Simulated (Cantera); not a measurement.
Feed: 1 mol borazine, 1.1 mol O₂, 98 mol H₂, at 750 °C and 63.0 Torr.

Equilibrium computed with Cantera from the NASA thermochemical tables; the gas is ideal and each condensed phase is pure. Candidate condensed phases: B, BN, B₂O₃, B₃O₃H₃, H₂O; 39 gas species. The feed counts by its element totals alone. Mutual solubility and eutectic melting of coexisting phases are not modelled. Equilibrium is a limit: real reactors are often held back by kinetics, nucleation or transport.

Base state: H₂ 0.992, N₂ 0.00694, H₂O 0.000797 (mole fractions); condensed: BN(s) + B₂O₃(l).

Task: What changes in the equilibrium state with this change: temperature from 750 °C to 1875 °C?

Result: 
| species | before | after |
|---|---|---|
| H₂ | 0.992 | 0.953 |
| HBO | 3.53e-8 | 0.0166 |
| H | 1.42e-8 | 0.0141 |
| N₂ | 0.00694 | 0.0111 |
| BO | <1e-9 | 0.00311 |
| BH₂ | <1e-9 | 0.000978 |
| B₂O₂ | <1e-9 | 0.000642 |
| BN(s), mol | 1.59 | 0.690 |
| B₂O₃(l), mol | 0.706 | 0 |
The tables' values for BH₂ are old estimates; treat these amounts as uncertain. Gases not in the tables: B₂H₆ and higher boranes.
